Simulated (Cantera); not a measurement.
Si + Cl₂ (silicon etching in halogen gases)

Input: 1 mol Si, a varied amount of Cl₂, at 502 °C and 0.400 bar.

These are equilibrium values from Cantera (NASA tables, ideal gas, pure condensed phases), not measurements of a reactor. Candidate condensed phases: Si; 9 gas species. The tables' values for SiCl₃ are old estimates; treat these amounts as uncertain. Equilibrium is a limit: real reactors are often held back by kinetics, nucleation or transport.

From 0.56 mol Cl₂ to 1.5 mol Cl₂ the condensed part is Si(s). From 2.1 mol Cl₂ to 8.2 mol Cl₂ nothing is condensed. The main Si-bearing gas is SiCl₄ throughout.

| n(Cl₂) (mol) | x SiCl₄ | x Cl₂ | x SiCl₃ | x Cl | x SiCl₂ | n Si(s) |
|---|---|---|---|---|---|---|
| 0.56 | 1.000 | <1e-12 | 0.000185 | <1e-12 | 4.87e-6 | 0.720 |
| 0.78 | 1.000 | <1e-12 | 0.000185 | <1e-12 | 4.87e-6 | 0.610 |
| 1.1 | 1.000 | <1e-12 | 0.000185 | <1e-12 | 4.87e-6 | 0.450 |
| 1.5 | 1.000 | <1e-12 | 0.000185 | <1e-12 | 4.87e-6 | 0.250 |
| 2.1 | 0.909 | 0.0909 | <1e-12 | 2.45e-6 | <1e-12 | 0 |
| 3 | 0.500 | 0.500 | <1e-12 | 5.74e-6 | <1e-12 | 0 |
| 4.2 | 0.312 | 0.687 | <1e-12 | 6.73e-6 | <1e-12 | 0 |
| 5.9 | 0.204 | 0.796 | <1e-12 | 7.25e-6 | <1e-12 | 0 |
| 8.2 | 0.139 | 0.861 | <1e-12 | 7.54e-6 | <1e-12 | 0 |
x: gas mole fraction; n: condensed amount in mol.
